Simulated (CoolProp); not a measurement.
A Linde-Hampson liquefier for carbon monoxide: isothermal reversible compression at 230 K from 1 atm to 40 MPa, throttling to 1 atm, return gas leaving the recuperator 2 K below the feed. Each further row changes one setting.

Values from CoolProp's reference Helmholtz-energy equation of state, Lemmon 2006. It is a short technical equation, of lower accuracy than the large ones.

```
case                        liquid yield per pass  compression work (kJ/kg of gas)
--------------------------  ---------------------  -------------------------------
as stated                                       …                              399
high pressure 80 MPa                            …                              472
warm-end temperature 260 K                      …                              460
warm-end gap 7 K                            0.193                              399
```

Q: Complete the blanks.

A: 
- as stated, liquid yield per pass: 0.204
- high pressure 80 MPa, liquid yield per pass: 0.151
- warm-end temperature 260 K, liquid yield per pass: 0.152
